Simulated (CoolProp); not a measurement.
Saturated liquid density (kg/m³) of water: the reference equation beside estimates from Tc = 373.9 °C, pc = 220.6 bar, ω = 0.344.

Values from CoolProp's reference Helmholtz-energy equation of state, Wagner 2002.

```json
[
 {"T (°C)": "210.15", "reference": "852.5", "van der Waals": "403.6", "Redlich-Kwong": "579.1", "Soave-Redlich-Kwong": "614.9", "Peng-Robinson": "696.9"},
 {"T (°C)": "226.45", "reference": "831.8", "van der Waals": "…", "Redlich-Kwong": "560.3", "Soave-Redlich-Kwong": "…", "Peng-Robinson": "676.5"},
 {"T (°C)": "242.85", "reference": "809.3", "van der Waals": "382.0", "Redlich-Kwong": "540.2", "Soave-Redlich-Kwong": "576.3", "Peng-Robinson": "654.0"},
 {"T (°C)": "259.15", "reference": "785.0", "van der Waals": "370.0", "Redlich-Kwong": "…", "Soave-Redlich-Kwong": "554.4", "Peng-Robinson": "629.4"},
 {"T (°C)": "275.55", "reference": "758.1", "van der Waals": "357.1", "Redlich-Kwong": "495.4", "Soave-Redlich-Kwong": "530.3", "Peng-Robinson": "601.9"},
 {"T (°C)": "291.95", "reference": "728.2", "van der Waals": "…", "Redlich-Kwong": "470.1", "Soave-Redlich-Kwong": "503.4", "Peng-Robinson": "571.2"},
 {"T (°C)": "308.25", "reference": "694.6", "van der Waals": "327.5", "Redlich-Kwong": "…", "Soave-Redlich-Kwong": "473.4", "Peng-Robinson": "536.6"},
 {"T (°C)": "324.65", "reference": "…", "van der Waals": "309.8", "Redlich-Kwong": "410.8", "Soave-Redlich-Kwong": "…", "Peng-Robinson": "496.2"}
]
```

### Question
Fill in the missing entries.

### Answer

- 226.45, van der Waals: 393.2
- 226.45, Soave-Redlich-Kwong: 596.4
- 259.15, Redlich-Kwong: 518.7
- 291.95, van der Waals: 343.0
- 308.25, Redlich-Kwong: 442.3
- 324.65, reference: 655.2
- 324.65, Soave-Redlich-Kwong: 438.7

Absolute difference from the reference over all 8 rows, mean and median: van der Waals 52.8 and 52.8 %, Redlich-Kwong 34.5 and 34.3 %, Soave-Redlich-Kwong 30.0 and 29.7 %, Peng-Robinson 20.6 and 20.2 %.
